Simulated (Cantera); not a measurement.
## Adiabatic ignition

An adiabatic, constant-volume homogeneous reactor starts with 1.89 % C₃H₈, 20.6 % O₂, 77.5 % N₂, equivalence ratio 0.46, at 1750 K and 750 Torr.

Model: GRI-Mech 3.0 (53 species, 325 reactions), integrated in Cantera. GRI-Mech 3.0 was tuned for natural gas; its chemistry of propane as a main component is partial and can be far from experiment.

| t (s) | T (K) | P (bar) | x C₃H₈ | x O₂ | x C₂H | x HO₂ | x CH₂CO |
|---|---|---|---|---|---|---|---|
| 2.00e-6 | 1733 | 0.993 | 0.0167 | 0.205 | 2.08e-10 | 0.000176 | 4.19e-6 |
| 5.02e-6 | 1725 | 0.995 | 0.0121 | 0.202 | 1.21e-8 | 0.000269 | 0.000110 |
| 1.26e-5 | 1991 | 1.19 | 0.000164 | 0.166 | 6.58e-6 | 0.000710 | 0.00290 |
| 3.17e-5 | 2379 | 1.44 | <1e-12 | 0.106 | <1e-12 | 8.35e-6 | <1e-12 |
| 7.96e-5 | 2537 | 1.52 | <1e-12 | 0.105 | <1e-12 | 7.94e-6 | <1e-12 |
| 0.000200 | 2677 | 1.59 | <1e-12 | 0.105 | <1e-12 | 1.11e-5 | <1e-12 |
| 0.000502 | 2701 | 1.60 | <1e-12 | 0.104 | <1e-12 | 1.21e-5 | <1e-12 |
| 0.00126 | 2693 | 1.59 | <1e-12 | 0.102 | <1e-12 | 1.18e-5 | <1e-12 |
| 0.00317 | 2683 | 1.59 | <1e-12 | 0.0987 | <1e-12 | 1.12e-5 | <1e-12 |
| 0.00796 | 2678 | 1.58 | <1e-12 | 0.0970 | <1e-12 | 1.10e-5 | <1e-12 |
| 0.0200 | 2677 | 1.58 | <1e-12 | 0.0969 | <1e-12 | 1.09e-5 | <1e-12 |
| 0.0502 | 2677 | 1.58 | <1e-12 | 0.0969 | <1e-12 | 1.09e-5 | <1e-12 |
| 0.126 | 2677 | 1.58 | <1e-12 | 0.0969 | <1e-12 | 1.09e-5 | <1e-12 |
| 0.317 | 2677 | 1.58 | <1e-12 | 0.0969 | <1e-12 | 1.09e-5 | <1e-12 |
| 0.796 | 2677 | 1.58 | <1e-12 | 0.0969 | <1e-12 | 1.09e-5 | <1e-12 |
| 2.00 | 2677 | 1.58 | <1e-12 | 0.0969 | <1e-12 | 1.09e-5 | <1e-12 |
x: mole fraction; the columns are a selection and need not sum to one.

```json
{
 "time_of_steepest_temperature_rise": "14.0 µs",
 "temperature at 2.00 s": "2677 K",
 "equilibrium_temperature": "2677 K",
 "x(C₃H₈) at 2.00 s": "<1e-12 (gas-phase equilibrium <1e-12)",
 "x(O₂) at 2.00 s": "0.0969 (gas-phase equilibrium 0.0969)",
 "x(C₂H) at 2.00 s": "<1e-12 (gas-phase equilibrium <1e-12)"
}
```
